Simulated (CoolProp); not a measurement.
Vapour pressure (kPa) of isohexane: the reference equation beside estimates from Tc = 497.7 K, pc = 3043 kPa, ω = 0.280.

The numbers come from the reference Helmholtz-energy equation of state, Lemmon 2006 in CoolProp. It is a short technical equation, of lower accuracy than the large ones.

```tsv
T (K)	reference	Soave-Redlich-Kwong	Peng-Robinson
224.2	0.3823	?	0.4215
237.5	1.049	1.020	1.126
250.7	2.526	2.459	2.654
263.9	5.485	5.354	5.672
277.2	10.97	10.75	11.21
290.4	20.28	19.94	20.54
303.6	35.20	34.75	35.43
316.9	58.11	57.59	58.23
330.1	91.22	?	91.14
343.3	137.6	137.4	137.2
356.5	200.4	?	199.7
369.8	283.8	285.5	?
383	390.5	394.1	389.6
396.2	524.8	?	524.5
409.5	692.5	702.7	?
```

Problem. Fill in the missing entries.

Solution. 
- 224.2, Soave-Redlich-Kwong: 0.3718
- 330.1, Soave-Redlich-Kwong: 90.76
- 356.5, Soave-Redlich-Kwong: 200.9
- 369.8, Peng-Robinson: 283.0
- 396.2, Soave-Redlich-Kwong: 531.2
- 409.5, Peng-Robinson: 693.3

Absolute difference from the reference over all 15 rows, mean and median: Soave-Redlich-Kwong 1.4 and 1.3 %, Peng-Robinson 2.1 and 0.3 %.
